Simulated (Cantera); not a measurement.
A perfectly stirred reactor is fed with CH₄ : CO₂ = 1 : 2.1 (molar parts), at 1.01 bar; it is held at 1875 K, and followed from long to short residence time.

Computed with Cantera and GRI-Mech 3.0 (53 species, 325 reactions).

**Question.** What does this change do: temperature 1875 to 1600 K?

**Answer.** 
| quantity | before | after |
|---|---|---|
| x(CH₄) at τ = 1.00 s | 0.00421 | 0.0434 |
| x(CO₂) at τ = 1.00 s | 0.0811 | 0.227 |
| x(H₂O₂) at τ = 1.00 s | 1.10e-11 | <1e-12 |
| x(O₂) at τ = 1.00 s | 3.63e-9 | 2.46e-11 |
| x(C₂H₂) at τ = 1.00 s | 0.00326 | 0.0592 |
| x(CH₄) at τ = 9.70 ms | 0.0411 | 0.275 |
| x(CO₂) at τ = 9.70 ms | 0.254 | 0.647 |
| x(H₂O₂) at τ = 9.70 ms | 3.09e-11 | <1e-12 |
| x(O₂) at τ = 9.70 ms | 5.30e-9 | 2.77e-12 |
| x(C₂H₂) at τ = 9.70 ms | 0.0716 | 0.0123 |

**Question.** What does this change do: temperature 1875 to 2100 K?

**Answer.** 
```csv
quantity,before,after
x(CH₄) at τ = 1.00 s,0.00421,0.000266
x(CO₂) at τ = 1.00 s,0.0811,0.0673
x(H₂O₂) at τ = 1.00 s,1.10e-11,1.20e-10
x(O₂) at τ = 1.00 s,3.63e-9,1.13e-7
x(C₂H₂) at τ = 1.00 s,0.00326,2.09e-5
x(CH₄) at τ = 9.70 ms,0.0411,0.00927
x(CO₂) at τ = 9.70 ms,0.254,0.103
x(H₂O₂) at τ = 9.70 ms,3.09e-11,1.80e-10
x(O₂) at τ = 9.70 ms,5.30e-9,1.20e-7
x(C₂H₂) at τ = 9.70 ms,0.0716,0.0201
```
